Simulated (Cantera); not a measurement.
Cantera with NASA thermochemical tables; ideal gases at 1 bar, condensed phases pure. Values are per mole of reaction as written; species without (g) are pure solids or liquids, kept so even where they would boil at 1 bar.

N₂(g) + 3 Ba + 6 HBr(g) ⇌ 3 BaBr₂ + 2 NH₃(g)

| T (K) | ΔH° (kJ) | ΔS° (J/K) | ΔG° (kJ) | log10 K | condensed phases |
|---|---|---|---|---|---|
| 300 | -2146.4 | -739.6 | -1924.5 | 335.08 | Ba(s), BaBr₂(s) |
| 1350 | -2027.6 | -623.1 | -1186.4 | 45.90 | Ba(l), BaBr₂(l) |
| 1400 | -2023.5 | -620.1 | -1155.3 | 43.10 | Ba(l), BaBr₂(l) |
| 1450 | ___ | ___ | ___ | ___ | Ba(l), BaBr₂(l) |
| 1500 | -2015.2 | -614.4 | -1093.6 | 38.08 | Ba(l), BaBr₂(l) |
| 1550 | ___ | ___ | ___ | ___ | Ba(l), BaBr₂(l) |
| 1600 | -2006.8 | -609.0 | -1032.4 | 33.70 | Ba(l), BaBr₂(l) |
| 1650 | -2002.6 | -606.4 | -1002.0 | 31.72 | Ba(l), BaBr₂(l) |
| 1700 | -1998.4 | -603.9 | -971.8 | 29.86 | Ba(l), BaBr₂(l) |
| 1750 | -1994.2 | -601.4 | -941.6 | 28.11 | Ba(l), BaBr₂(l) |
| 1800 | ___ | ___ | ___ | ___ | Ba(l), BaBr₂(l) |
| 1850 | -1985.7 | -596.7 | -881.7 | 24.90 | Ba(l), BaBr₂(l) |

Question: Complete the blanks.

Answer: 
- 1450, ΔH° (kJ): -2019.3
- 1450, ΔS° (J/K): -617.2
- 1450, ΔG° (kJ): -1124.4
- 1450, log10 K: 40.50
- 1550, ΔH° (kJ): -2011.0
- 1550, ΔS° (J/K): -611.7
- 1550, ΔG° (kJ): -1062.9
- 1550, log10 K: 35.82
- 1800, ΔH° (kJ): -1989.9
- 1800, ΔS° (J/K): -599.1
- 1800, ΔG° (kJ): -911.6
- 1800, log10 K: 26.45
